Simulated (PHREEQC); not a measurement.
Alkaline etch or developer

Consider water at 25 °C with 14 mmol/kgw NH3, 0.13 mmol/kgw NaAlO2 and 1 mmol/kgw K2CO3. Closed to the air; pH follows from the charge balance.

The numbers come from PHREEQC with the ion-association model, phreeqc.dat.

Each row changes one thing in this solution. This is a speciation only: nothing precipitates in the calculation.

| case | pH | ionic strength (mol/kgw) | NH3 (mol/kgw) | CO3-2 (mol/kgw) | NH4+ (mol/kgw) | HCO3- (mol/kgw) | SI of Gibbsite (Al(OH)3) |
|---|---|---|---|---|---|---|---|
| as made | 10.78 | 0.00332 | 0.0136 | 0.000771 | 0.000422 | 0.000227 | -0.14 |
| temperature from 25 to 15 °C | 11.09 | 0.00341 | 0.0136 | 0.000844 | 0.000434 | 0.000155 | +0.06 |
| K2CO3 from 0.001 to 0.01 mol/kgw | 11.05 | 0.0293 | 0.0137 | 0.00891 | 0.000260 | 0.00107 | -0.45 |
| diluted 2-fold with water | 10.62 | 0.00170 | 0.00671 | 0.000346 | 0.000293 | 0.000153 | -0.28 |
| NaAlO2 from 0.00013 to 1.3e-05 mol/kgw | 10.78 | 0.00321 | 0.0136 | 0.000772 | 0.000421 | 0.000228 | [?] |
| 0.00016 mol/kgw HBr added | [?] | 0.00336 | 0.0135 | 0.000748 | 0.000479 | 0.000251 | -0.08 |

### Question
Fill in the missing entries.

### Answer

- NaAlO2 from 0.00013 to 1.3e-05 mol/kgw, SI of Gibbsite (Al(OH)3): -1.14
- 0.00016 mol/kgw HBr added, pH: 10.72

Some of these states are supersaturated (in Gibbsite (slow to form), for instance).
